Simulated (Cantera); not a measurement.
A closed system holds: 1 mol HMDSO, a varied amount of O2, 160 mol N2, equilibrated at 1175 K and 0.100 bar.

Cantera equilibrium calculation (NASA polynomials, part measured and part estimated; ideal gas, pure solids and liquids). Candidate condensed phases: C, C6H6, C7H8, C8H18, H2O, Si, SiC, SiO2, Si2N2O, Si3N4; 151 gas species. The feed counts by its element totals alone. N2 is the only nitrogen source here; it is nearly inert below about 1500 K, so the nitride shown seldom forms there in practice. Mutual solubility and eutectic melting of coexisting phases are not modelled. The tables hold silica as quartz up to 1696 K and as liquid above; real silica turns to tridymite and cristobalite and melts near 1996 K. The numbers say what is thermodynamically allowed, not how fast it happens.

x: gas mole fraction; n: condensed amount in mol.

```
n(O2) (mol)   x N2    x H2    x CO    x H2O    x CO2  n C(graphite)  n Si2N2O(s)  n SiO2(β-quartz)
-----------  -----  ------  ------  -------  -------  -------------  -----------  ----------------
1.2          0.933  0.0528  0.0141  2.58e-6  5.37e-7           3.60         1.00                 0
1.9          0.925  0.0524     [?]      [?]      [?]            [?]         1.00                 0
2.6          0.918  0.0519  0.0300  5.40e-6  2.44e-6          0.798         1.00                 0
3.4          0.914  0.0516  0.0344  7.32e-6  3.81e-6              0        0.733             0.534
4.1          0.914  0.0515  0.0343  7.30e-6  3.80e-6              0        0.266              1.47
4.8          0.914  0.0492  0.0331  0.00225  0.00118              0            0              2.00
5.5          0.914  0.0440  0.0303  0.00743  0.00400              0            0              2.00
6.3          0.914     [?]     [?]      [?]      [?]              0            0              2.00
7            0.914  0.0332  0.0240   0.0183   0.0103              0            0              2.00
7.7          0.914  0.0283  0.0209   0.0232   0.0134              0            0              2.00
8.4          0.914  0.0234  0.0177   0.0280   0.0166              0            0              2.00
```

Problem. Complete the blanks.

Solution. 
- 1.9, x CO: 0.0221
- 1.9, x H2O: 4.01e-6
- 1.9, x CO2: 1.32e-6
- 1.9, n C(graphite): 2.20
- 6.3, x H2: 0.0382
- 6.3, x CO: 0.0270
- 6.3, x H2O: 0.0133
- 6.3, x CO2: 0.00732
